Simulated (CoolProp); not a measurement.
A Linde-Hampson liquefier for carbon monoxide: isothermal reversible compression at 280 K from 1 atm to 10 MPa, throttling to 1 atm, return gas leaving the recuperator 0 K below the feed. Each further row changes one setting.

Computed with CoolProp (reference Helmholtz-energy equation of state, Lemmon 2006). It is a short technical equation, of lower accuracy than the large ones.

```csv
case,liquid yield per pass,compression work (kJ/kg of gas)
as stated,0.062,379
high pressure 20 MPa,0.104,436
warm-end temperature 310 K,0.046,422
warm-end gap 5 K,0.051,379
```
